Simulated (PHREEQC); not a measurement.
0.18 g of hydrous ferric oxide (600 m²/g; 0.2 weak and 0.005 strong sites per Fe, Dzombak-Morel constants, diffuse double layer) in 1 kg of water with 0.001 mol/kgw of an inert sodium salt and 0.083 mmol/kgw NaF, at 25 °C; the pH is set by adding NaOH or the inert anion's acid. Oxygen is held at 0.21 atm. The system is closed to CO2. No solid was allowed to form.

Base run: PHREEQC, ion-association model, wateq4f.dat. Each further column changes one thing. The table gives F sorbed (%).

```csv
pH,base,background salt from 0.001 to 0.0001 mol/kgw,oxide from 0.18 to 0.9 g/kgw,0.0014 mol/kgw MgCl2 added
3,95.4,96.6,99.3,90.6
3.38,96.4,97.6,99.5,92.3
4.12,94.2,96.0,99.3,89.5
4.5,90.7,93.1,98.8,85.0
4.88,84.5,87.5,97.9,77.8
5.62,62.2,65.3,92.5,55.2
6,46.7,49.3,85.3,40.9
6.38,31.3,33.0,72.7,27.1
7.12,9.9,10.4,36.1,9.2
7.5,4.7,4.9,19.9,5.3
7.88,2.1,2.2,9.7,3.4
8.62,0.4,0.4,2.0,1.1
9,0.2,0.2,0.9,0.5
```

The oxide is taken as insoluble; below pH 4 it would dissolve.
